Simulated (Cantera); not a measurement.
**Ignition delay**

Mixture: CH4 : CO : O2 : N2 : H2O = 1 : 1.1 : 6.22 : 23.4 : 4.8 (molar parts), equivalence ratio 0.41, at 3750 Torr, adiabatic and at constant volume. Ignition delay is the time to a rise of 400 K.

Detailed kinetics in Cantera: GRI-Mech 3.0 (53 species, 325 reactions).

| T0 (K) | delay (ms) |
|---|---|
| 1300 | 2.02 |
| 1400 | 0.649 |
| 1500 | 0.239 |
| 1600 | 0.0992 |
| 1700 | 0.0460 |
| 1800 | 0.0239 |
| 1900 | 0.0139 |

- apparent activation energy between 1700 and 1900 K: 160 kJ/mol
